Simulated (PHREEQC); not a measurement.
**Alkaline etch or developer (model solution)**

A solution holds 13 mmol/kgw TMAH, 46 mmol/kgw NaAlO2 and 0.41 mmol/kgw K2CO3, at 25 °C. Closed to the air; pH follows from the charge balance.

The numbers come from PHREEQC with the ion-association model, phreeqc.dat.

Each row changes one thing in this solution. No solid was allowed to form.

```json
[
 {"case": "as made", "pH": "12.01", "ionic strength (mol/kgw)": "0.0600", "CO3-2 (mol/kgw)": "0.000294", "HCO3- (mol/kgw)": "3.33e-6"},
 {"case": "diluted 10-fold with water", "pH": "11.07", "ionic strength (mol/kgw)": "0.00601", "CO3-2 (mol/kgw)": "(withheld)", "HCO3- (mol/kgw)": "4.82e-6"},
 {"case": "diluted 2-fold with water", "pH": "11.73", "ionic strength (mol/kgw)": "0.0300", "CO3-2 (mol/kgw)": "0.000163", "HCO3- (mol/kgw)": "4.02e-6"},
 {"case": "NaAlO2 left out", "pH": "12.06", "ionic strength (mol/kgw)": "0.0142", "CO3-2 (mol/kgw)": "(withheld)", "HCO3- (mol/kgw)": "5.37e-6"},
 {"case": "NaAlO2 replaced by AlCl3 at the same molality", "pH": "4.84", "ionic strength (mol/kgw)": "0.251", "CO3-2 (mol/kgw)": "1.44e-10", "HCO3- (mol/kgw)": "1.74e-5"}
]
```

Q: What belongs in the gaps?

A: 
- diluted 10-fold with water, CO3-2 (mol/kgw): 3.41e-5
- NaAlO2 left out, CO3-2 (mol/kgw): 0.000405

Some of these states are supersaturated (in Gibbsite (slow to form), Al(OH)3(a), for instance). (CH3)4N+ isn't in the database: it is added as a free cation with an ion size of 4 Å.
